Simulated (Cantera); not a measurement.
A Cantera script and what it prints.

```python
import numpy as np
import cantera as ct

gas_names = """
    Ca CaO CaOH CaO2H2 Ca2 H HO2 H2 H2O H2O2 O OH O2 O3
""".split()
cond_names = """
    Ca(a) Ca(b) Ca(L) CaO(s) CaO(L) CaO2H2(s) H2O(s) H2O(L)
""".split()


# ... load() reads the species with a 1 bar reference pressure and builds the phases ...
atoms = {
    'Ca(OH)2': {'Ca': 1, 'O': 2, 'H': 2},
    'H2O': {'H': 2, 'O': 1},
    'H2': {'H': 2},
}
top_T = {}  # K; cautious upper limits of use, not melting points


# ... equilibrate(T, P, feed) seeds the gas with the atoms and calls Mixture.equilibrate('TP', solver="vcs", rtol=1e-11, max_steps=5000) ...
results = []
feed = {'Ca(OH)2': 1, 'H2O': 0.052, 'H2': 0.81}  # mol
P = 260  # Pa
for T in [573, 723, 873, 1023, 1173, 1323, 1473, 1623, 1773, 1923, 2073, 2223]:
    mix = equilibrate(T, P, feed)
    results.append((T, P, feed, dict(zip(mix.species_names, mix.species_moles))))

top = {s: max(r[3][s] / sum(r[3][g] for g in gas_names) for r in results) for s in gas_names}
cols = sorted((s for s in top if top[s] > 0.001), key=lambda s: -top[s])[:9]
seen = [c for c in cond_names if any(r[3].get(c, 0) > 1e-12 for r in results)]
print("log10 of partial pressures in bar; condensed amounts in mol")
print(f"{'T/K':>10s}" + "".join(f"{s[:9]:>10s}" for s in cols + seen))
for T, P, feed, n in results:
    ng = sum(n[g] for g in gas_names)
    print(f"{T:10.4g}" + "".join(f"{np.log10(max(n[s] / ng * P / 1e5, 1e-99)):10.3f}" for s in cols)
          + "".join(f"{n.get(c, 0):10.4g}" for c in seen))
```

Result:

```
log10 of partial pressures in bar; condensed amounts in mol
       T/K       H2O        H2         H        OH         O        O2    CaO(s)
       573    -2.833    -2.947   -18.710   -23.752   -39.119   -39.039         1
       723    -2.833    -2.947   -14.547   -18.375   -29.732   -29.767         1
       873    -2.833    -2.947   -11.803   -14.833   -23.547   -23.650         1
      1023    -2.833    -2.947    -9.856   -12.323   -19.161   -19.308         1
      1173    -2.833    -2.947    -8.402   -10.450   -15.887   -16.064         1
      1323    -2.833    -2.947    -7.273    -8.999   -13.349   -13.547         1
      1473    -2.833    -2.947    -6.371    -7.842   -11.323   -11.538         1
      1623    -2.833    -2.947    -5.634    -6.898    -9.669    -9.897         1
      1773    -2.834    -2.949    -5.020    -6.113    -8.292    -8.529         1
      1923    -2.837    -2.955    -4.503    -5.451    -7.126    -7.370    0.9999
      2073    -2.846    -2.969    -4.065    -4.886    -6.125    -6.371    0.9994
      2223    -2.871    -3.000    -3.693    -4.405    -5.258    -5.505    0.9967
```

Method: chemical equilibrium by Gibbs-energy minimisation in Cantera with the NASA 1993 tables (ideal gas, pure condensed phases).
